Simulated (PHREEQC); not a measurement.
Make-up at 25 °C: 100 mmol/kgw CdCl2, 0.097 mmol/kgw Na2SO4 and 3.1 mmol/kgw MnSO4. Closed to the air; pH follows from the charge balance.

Model: ion-association model, phreeqc.dat, run in PHREEQC.

Precipitation was switched off in this run.

Task: Estimate the pH.

Result: pH 5.40.

Task: In which forms is Cd present?

Result: CdCl+ 63 %, Cd+2 19 %, CdCl2 15 %, CdSO4 1.2 %, CdCl3- 1.0 % of the Cd.

Species that the database lacks are ignored.
